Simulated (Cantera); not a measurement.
An isothermal, constant-pressure homogeneous reactor starts with C2H6 : H2 = 1 : 2.4 (molar parts), at 1948 K and 0.00128 atm.

Model: GRI-Mech 3.0 (53 species, 325 reactions), integrated in Cantera. GRI-Mech 3.0 stops at C3 and has no aromatics, soot or wall deposition, so with more carbon than oxygen in the feed, carbon stays in small species such as C2H2 where larger ones or solid carbon would form. Radical loss at walls, strong at low pressure, is not modelled.

x: mole fraction; the columns are a selection and need not sum to one.

| t (s) | x C2H6 | x H2 | x C2H4 | x CH2 | x C2H2 | x CH4 |
|---|---|---|---|---|---|---|
| 6.00e-6 | 0.289 | 0.703 | 4.14e-7 | (withheld) | 2.69e-11 | 6.27e-5 |
| 1.73e-5 | 0.281 | 0.699 | 1.03e-5 | (withheld) | 1.74e-9 | 0.000505 |
| 5.00e-5 | 0.256 | 0.685 | 0.000320 | (withheld) | 1.86e-7 | 0.00381 |
| 0.000144 | 0.185 | 0.656 | 0.00679 | (withheld) | 3.59e-5 | 0.0240 |
| 0.000416 | 0.0526 | 0.598 | 0.0386 | (withheld) | 0.00333 | 0.104 |
| 0.00120 | 0.000794 | 0.608 | 0.0394 | (withheld) | 0.0473 | 0.167 |
| 0.00346 | 0.000221 | 0.669 | 0.0185 | (withheld) | 0.100 | 0.148 |
| 0.01000 | 8.29e-5 | 0.713 | 0.00702 | (withheld) | 0.132 | 0.118 |
| 0.0288 | 2.92e-5 | 0.744 | 0.00249 | (withheld) | 0.151 | 0.0872 |
| 0.0832 | 1.01e-5 | 0.768 | 0.000875 | (withheld) | 0.164 | 0.0567 |
| 0.240 | 2.62e-6 | 0.790 | 0.000239 | (withheld) | 0.175 | 0.0275 |
| 0.693 | 3.02e-7 | 0.803 | 3.65e-5 | (withheld) | 0.182 | 0.00793 |
| 2.00 | 7.53e-9 | 0.804 | 5.12e-6 | (withheld) | 0.184 | 0.000962 |

### Question
Some entries are withheld; supply them.

### Answer

- 6.00e-6, x CH2: 5.76e-8
- 1.73e-5, x CH2: 1.31e-6
- 5.00e-5, x CH2: 2.40e-5
- 0.000144, x CH2: 0.000178
- 0.000416, x CH2: 0.000370
- 0.00120, x CH2: 0.000292
- 0.00346, x CH2: 0.000138
- 0.01000, x CH2: 6.50e-5
- 0.0288, x CH2: 3.29e-5
- 0.0832, x CH2: 2.01e-5
- 0.240, x CH2: 1.44e-5
- 0.693, x CH2: 9.60e-6
- 2.00, x CH2: 4.48e-6
